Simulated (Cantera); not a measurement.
Input (Python, Cantera):

```python
import numpy as np
import cantera as ct

gas = ct.Solution("gri30.yaml")
gas.TPX = 1575, 1600000, {'CH4': 1, 'CO': 0.076, 'O2': 2.04, 'N2': 7.66}
reactor = ct.IdealGasReactor(gas, energy="on", clone=False)
net = ct.ReactorNet([reactor])
net.rtol, net.atol = 1e-08, 1e-16
show = ['CH4', 'CO', 'O2', 'NO2', 'HO2', 'H2O2', 'CH2']
times = np.geomspace(6e-06, 0.3, 16)

steps = ct.SolutionArray(gas, extra=["t"])
rows = []
print(f"{'t/s':>10s}{'T/K':>9s}{'P/Pa':>11s}" + "".join(f"{s:>11s}" for s in show))
for t in times:
    while net.time < t:
        t_next = net.step()
        steps.append(gas.state, t=t_next)
    rows.append([np.interp(t, steps.t, y) for y in (steps.T, steps.P, *steps(*show).X.T)])
    print(f"{t:10.3e}{rows[-1][0]:9.1f}{rows[-1][1]:11.4g}" + "".join(f"{x:11.3e}" for x in rows[-1][2:]))
rate = np.gradient(steps.T, steps.t)
print("integrator steps:", len(steps.t))
if steps.T.max() > steps.T[0] + 200:
    print(f"time of steepest temperature rise: {steps.t[rate.argmax()]:.4e} s")
gas.TPX = 1575, 1600000, {'CH4': 1, 'CO': 0.076, 'O2': 2.04, 'N2': 7.66}
gas.equilibrate("UV")
print(f"equilibrium (UV): T = {gas.T:.1f} K  " + "  ".join(f"{s} {gas[s].X[0]:.3e}" for s in show))
```

It prints:

```
       t/s      T/K       P/Pa        CH4         CO         O2        NO2        HO2       H2O2        CH2
 6.000e-06   1575.0    1.6e+06  9.270e-02  7.050e-03  1.893e-01  8.253e-16  8.638e-06  4.301e-07  2.091e-10
 1.234e-05   1575.9  1.601e+06  9.240e-02  7.053e-03  1.891e-01  1.194e-14  1.307e-05  6.856e-07  1.115e-09
 2.539e-05   1582.1  1.607e+06  9.110e-02  7.156e-03  1.883e-01  2.347e-13  2.894e-05  1.766e-06  3.955e-09
 5.223e-05   1658.3  1.689e+06  7.934e-02  1.049e-02  1.792e-01  1.968e-11  1.704e-04  1.490e-05  1.108e-07
 1.075e-04   3169.7  3.345e+06  4.351e-13  4.296e-02  1.641e-02  1.203e-05  2.467e-05  2.453e-06  1.831e-12
 2.210e-04   3168.5  3.344e+06  4.390e-13  4.300e-02  1.622e-02  1.243e-05  2.441e-05  2.435e-06  1.829e-12
 4.547e-04   3168.5  3.344e+06  4.390e-13  4.300e-02  1.622e-02  1.243e-05  2.441e-05  2.435e-06  1.829e-12
 9.354e-04   3168.5  3.344e+06  4.390e-13  4.300e-02  1.622e-02  1.243e-05  2.441e-05  2.435e-06  1.829e-12
 1.924e-03   3168.5  3.344e+06  4.390e-13  4.300e-02  1.622e-02  1.243e-05  2.441e-05  2.435e-06  1.829e-12
 3.959e-03   3168.5  3.344e+06  4.390e-13  4.300e-02  1.622e-02  1.243e-05  2.441e-05  2.435e-06  1.829e-12
 8.143e-03   3168.5  3.344e+06  4.390e-13  4.300e-02  1.622e-02  1.243e-05  2.441e-05  2.435e-06  1.829e-12
 1.675e-02   3168.5  3.344e+06  4.390e-13  4.300e-02  1.622e-02  1.243e-05  2.441e-05  2.435e-06  1.829e-12
 3.446e-02   3168.5  3.344e+06  4.390e-13  4.300e-02  1.622e-02  1.243e-05  2.441e-05  2.435e-06  1.829e-12
 7.089e-02   3168.5  3.344e+06  4.390e-13  4.300e-02  1.622e-02  1.243e-05  2.441e-05  2.435e-06  1.829e-12
 1.458e-01   3168.5  3.344e+06  4.390e-13  4.300e-02  1.622e-02  1.243e-05  2.441e-05  2.435e-06  1.829e-12
 3.000e-01   3168.5  3.344e+06  4.390e-13  4.300e-02  1.622e-02  1.243e-05  2.441e-05  2.435e-06  1.829e-12
integrator steps: 2063
time of steepest temperature rise: 6.0331e-05 s
equilibrium (UV): T = 3168.5 K  CH4 5.469e-13  CO 4.300e-02  O2 1.622e-02  NO2 1.243e-05  HO2 2.441e-05  H2O2 2.435e-06  CH2 1.981e-12
```

Computed with Cantera and GRI-Mech 3.0 (53 species, 325 reactions). The pressure lies above the range GRI-Mech 3.0 was tuned for (to about 10 atm). Above 3000 K some thermodynamic fits are extrapolated.
